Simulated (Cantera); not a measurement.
A freely propagating, adiabatic, planar premixed flame of CH4 : O2 : N2 = 1 : 2.38 : 8.95 (molar parts), unburnt at 550 K and 1.00 atm; multicomponent transport, grid criteria slope 0.08 and curve 0.16, no radiation.

Detailed kinetics in Cantera: GRI-Mech 3.0 (53 species, 325 reactions). Burning velocities carry a grid error of a few per cent, more on coarse grids.

x: mole fraction of selected species; z is measured from the peak of heat release.

| z (mm) | T (K) | u (m/s) | x CH4 | x O2 | x CH2CO | x NO | x OH | x H2 |
|---|---|---|---|---|---|---|---|---|
| -1.12 | 550 | 0.959 | 0.0810 | 0.193 | <1e-8 | <1e-8 | <1e-8 | 0.000587 |
| -0.746 | 552 | 0.963 | 0.0809 | 0.193 | <1e-8 | <1e-8 | <1e-8 | 0.00172 |
| -0.559 | 558 | 0.976 | 0.0804 | 0.192 | 4.22e-8 | <1e-8 | … | 0.00313 |
| -0.373 | 606 | 1.06 | 0.0774 | 0.188 | 6.77e-7 | 7.42e-8 | … | 0.00604 |
| -0.186 | 942 | 1.67 | 0.0570 | 0.161 | 1.66e-5 | 9.59e-7 | … | 0.0112 |
| -0.0932 | 1321 | 2.36 | 0.0318 | 0.124 | 6.19e-5 | 2.44e-6 | … | 0.0138 |
| 0 | 1687 | 3.04 | 0.00755 | 0.0800 | 7.59e-5 | 5.11e-6 | … | 0.0137 |
| 0.0932 | 1837 | 3.30 | 0.000531 | 0.0551 | 1.23e-5 | 8.43e-6 | … | 0.00990 |
| 0.186 | 1886 | 3.38 | 1.96e-5 | 0.0466 | 5.76e-7 | 1.09e-5 | 0.00827 | 0.00801 |
| 0.373 | 1947 | 3.47 | 4.44e-8 | 0.0416 | <1e-8 | 1.43e-5 | 0.00897 | 0.00730 |
| 0.746 | 2022 | 3.58 | <1e-8 | 0.0383 | <1e-8 | 1.98e-5 | 0.00876 | 0.00619 |
| 1.49 | 2098 | 3.70 | <1e-8 | 0.0358 | <1e-8 | 2.90e-5 | … | 0.00442 |
| 2.98 | 2162 | 3.80 | <1e-8 | 0.0336 | <1e-8 | 4.38e-5 | … | 0.00276 |

Q: Fill in the missing entries.

A: 
- -0.559, x OH: 1.49e-8
- -0.373, x OH: 6.78e-7
- -0.186, x OH: 3.76e-5
- -0.0932, x OH: 0.000348
- 0, x OH: 0.00253
- 0.0932, x OH: 0.00646
- 1.49, x OH: 0.00775
- 2.98, x OH: 0.00632
